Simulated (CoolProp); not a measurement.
The numbers come from the reference Helmholtz-energy equation of state, de Reuck 1993 in CoolProp.

Q: Give the vapour pressure (MPa), liquid density (kg/m³), vapour density (kg/m³), liquid cp (kJ/(kg K)) of saturated methanol at 329.1, 383.2, 423.9 K.

A: 
| T (K) | p (MPa) | liquid density (kg/m³) | vapour density (kg/m³) | liquid cp (kJ/(kg K)) |
|---|---|---|---|---|
| 329.1 | 0.0717 | 757 | 0.879 | 2.75 |
| 383.2 | 0.481 | 699 | 5.45 | 3.28 |
| 423.9 | 1.42 | 645 | 16.3 | 3.85 |
